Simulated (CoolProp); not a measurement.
Properties of normal hydrogen along the isobar 0.101 MPa (Tc = 33.1 K, pc = 1.296 MPa, ω = -0.219).

The numbers come from the reference Helmholtz-energy equation of state, Leachman 2009 in CoolProp.

```json
[
 {"T (K)": "31.6", "phase": "gas", "cp (kJ/(kg K))": "10.76", "speed of sound (m/s)": "460.5", "expansivity (1/kK)": "34.19"},
 {"T (K)": "49.2", "phase": "gas", "cp (kJ/(kg K))": "10.49", "speed of sound (m/s)": "580.0", "expansivity (1/kK)": "20.85"},
 {"T (K)": "66.8", "phase": "gas", "cp (kJ/(kg K))": "10.54", "speed of sound (m/s)": "674.6", "expansivity (1/kK)": "15.14"},
 {"T (K)": "84.3", "phase": "gas", "cp (kJ/(kg K))": "10.83", "speed of sound (m/s)": "751.0", "expansivity (1/kK)": "11.93"},
 {"T (K)": "101.9", "phase": "gas", "cp (kJ/(kg K))": "11.28", "speed of sound (m/s)": "815.4", "expansivity (1/kK)": "9.847"},
 {"T (K)": "119.4", "phase": "gas", "cp (kJ/(kg K))": "11.79", "speed of sound (m/s)": "871.7", "expansivity (1/kK)": "8.392"},
 {"T (K)": "137", "phase": "gas", "cp (kJ/(kg K))": "[?]", "speed of sound (m/s)": "923.7", "expansivity (1/kK)": "7.308"},
 {"T (K)": "154.6", "phase": "gas", "cp (kJ/(kg K))": "[?]", "speed of sound (m/s)": "[?]", "expansivity (1/kK)": "6.473"},
 {"T (K)": "172.1", "phase": "gas", "cp (kJ/(kg K))": "13.08", "speed of sound (m/s)": "1019", "expansivity (1/kK)": "5.812"},
 {"T (K)": "189.7", "phase": "gas", "cp (kJ/(kg K))": "13.39", "speed of sound (m/s)": "1065", "expansivity (1/kK)": "5.272"},
 {"T (K)": "207.2", "phase": "gas", "cp (kJ/(kg K))": "13.63", "speed of sound (m/s)": "[?]", "expansivity (1/kK)": "4.826"},
 {"T (K)": "224.8", "phase": "gas", "cp (kJ/(kg K))": "13.84", "speed of sound (m/s)": "1150", "expansivity (1/kK)": "4.448"}
]
```

**Question.** Some entries are withheld; supply them.

**Answer.** 
- 137, cp (kJ/(kg K)): 12.28
- 154.6, cp (kJ/(kg K)): 12.71
- 154.6, speed of sound (m/s): 972.7
- 207.2, speed of sound (m/s): 1108
